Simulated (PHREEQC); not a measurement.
A solution holds 0.00104 mol/kgw CaCl2 and 0.0096 mol/kgw Na2HPO4, at 25 °C. Closed to the air; pH follows from the charge balance.

Equilibrium calculation in PHREEQC: ion-association model, phreeqc.dat.

No solid was allowed to form.

Problem. Predict the pH, ionic strength.

Solution. pH 8.43; ionic strength 0.0284 mol/kgw.

Problem. In which forms is P present?

Solution. HPO4-2 87 %, CaHPO4 4.3 %, H2PO4- 3.3 %, CaPO4- 3.2 %, NaHPO4- 1.7 % of the P.

Examples of supersaturated solids here: Hydroxyapatite. Others may be too. Complexes and solids missing from the database can't appear.
